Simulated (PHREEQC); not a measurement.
Solution (45 °C): 2.2 mmol/kgw Cs2SO4. Closed to the air; pH follows from the charge balance.

Model: ion-association model, wateq4f.dat, run in PHREEQC.

```csv
quantity,before,after
pH,6.75,6.71
HSO4- (mol/kgw),4.70e-8,6.10e-9
```

Question: Name the change that produced these shifts.
A. Cs2SO4 from 0.0022 to 0.00022 mol/kgw
B. diluted 2-fold with water
C. temperature from 45 to 40 °C
D. diluted 100-fold with water
E. Cs2SO4 from 0.0022 to 0.00242 mol/kgw

Answer: A, Cs2SO4 from 0.0022 to 0.00022 mol/kgw

Precipitation was switched off in this run. At this temperature some constants are extrapolated from 25 °C, and those without enthalpy data are left unchanged.
